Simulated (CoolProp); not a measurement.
Vapour-liquid equilibrium of CH2F2 (R32) (1) + R134a (2) at 6.89 bar; x and y are mole fractions of (1).

Values from CoolProp's multi-fluid Helmholtz-energy mixture model, Tillner-Roth 1997 and Tillner-Roth 1994; pair parameters Lemmon 2004.

```csv
x,bubble temperature (°C),y at the bubble point,dew temperature at overall composition x (°C),liquid density (mol/L)
0.05,23.8,0.104,25.0,12.09
0.125,20.4,0.241,23.3,12.55
0.2,17.4,0.359,21.5,13.04
0.275,14.5,0.461,19.6,13.55
0.35,11.9,0.550,17.6,14.09
0.425,9.5,0.627,15.6,14.65
0.5,7.2,0.695,13.4,15.25
0.575,5.1,0.756,11.1,15.89
0.65,3.0,0.810,8.7,16.58
0.725,1.1,0.859,6.2,17.32
0.8,-0.7,0.903,3.4,18.12
0.875,-2.4,0.942,0.5,18.98
0.95,-4.0,0.978,-2.7,19.93
```

No azeotrope shows between x = 0.05 and 0.95.

The pair parameters rest on a limited set of measurements; away from them the model extrapolates.
